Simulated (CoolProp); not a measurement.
A single-stage vapour-compression cycle with hydrogen chloride: evaporating at 204.15 K (dew point), condensing at 257.15 K (bubble point), superheat 2 K, subcooling 2 K, compressor efficiency 0.8, no pressure losses. Each further row changes one setting.

Model: reference Helmholtz-energy equation of state, Thol 2018, in CoolProp.

```
case                              cooling COP  pressure ratio  discharge temperature (K)  refrigerating effect (kJ/kg)  volumetric capacity (kJ/m³)
--------------------------------  -----------  --------------  -------------------------  ----------------------------  ---------------------------
as stated                                2.30            7.17                      394.2                           338                         1760
evaporating temperature 209.15 K         2.68            5.69                      373.9                           341                         2200
condensing temperature 252.15 K          2.62            6.17                      375.6                           348                         1810
subcooling 7 K                           2.37            7.17                      394.2                           348                         1810
superheat 12 K                           2.24            7.17                      414.7                           347                         1710
compressor efficiency 0.7                2.02            7.17                      418.7                           338                         1760
```
